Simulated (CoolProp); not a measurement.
Values from CoolProp's reference Helmholtz-energy equation of state, Lemmon 2000. It is a pseudo-pure fit of the blend.

### Question
For dry air, give the phase and the Z, cp (kJ/(kg K)), cv (kJ/(kg K)), isothermal compressibility (1/MPa) at 134.3 K and 162 bar; 134.3 K and 216 bar; 134.3 K and 270 bar.

### Answer
- 134.3 K and 162 bar: supercritical; Z 0.626, cp 2.00, cv 0.896, isothermal compressibility 0.0101
- 134.3 K and 216 bar: supercritical; Z 0.797, cp 1.88, cv 0.903, isothermal compressibility 0.00720
- 134.3 K and 270 bar: supercritical; Z 0.963, cp 1.80, cv 0.911, isothermal compressibility 0.00562
